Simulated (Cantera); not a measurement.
Input (Python, Cantera) and output of one run.

```python
import numpy as np
import cantera as ct

gas_names = """
    CL CL2 Si SiCL SiCL2 SiCL3 SiCL4 Si2 Si3
""".split()
cond_names = """
    Si(cr) Si(L)
""".split()


# ... load() reads the species with a 1 bar reference pressure and builds the phases ...
atoms = {
    'Si': {'Si': 1},
    'Cl2': {'CL': 2},
}
top_T = {}  # K; cautious upper limits of use, not melting points


# ... equilibrate(T, P, feed) seeds the gas with the atoms and calls Mixture.equilibrate('TP', solver="vcs", rtol=1e-11, max_steps=5000) ...
results = []
feed = {'Si': 1, 'Cl2': 1.2}  # mol
T = 575  # K
P = 21  # Pa
mix = equilibrate(T, P, feed)
results.append((T, P, feed, dict(zip(mix.species_names, mix.species_moles))))
print(gas.report(threshold=0.0001))
for i in range(1, mix.n_phases):
    print(f"{mix.phase(i).name:16s} {mix.phase_moles(i):12.5e} mol")
```

It prints:

```
       temperature   575 K
          pressure   21 Pa
           density   0.00074623 kg/m^3
  mean mol. weight   169.88 kg/kmol
   phase of matter   gas

                          1 kg             1 kmol
                     ---------------   ---------------
          enthalpy       -3.7421e+06       -6.3573e+08  J
   internal energy       -3.7703e+06       -6.4051e+08  J
           entropy            2737.4        4.6505e+05  J/K
    Gibbs function       -5.3162e+06       -9.0314e+08  J
 heat capacity c_p            601.67        1.0221e+05  J/K
 heat capacity c_v            552.72             93900  J/K

                      mass frac. Y      mole frac. X     chem. pot. / RT
                     ---------------   ---------------   ---------------
             SiCL4                 1                 1           -188.91
     [   +8 minor]        3.2718e-06        4.1443e-06

Si(cr)            3.99999e-01 mol
```

Equilibrium computed with Cantera from the NASA thermochemical tables; the gas is ideal and each condensed phase is pure.
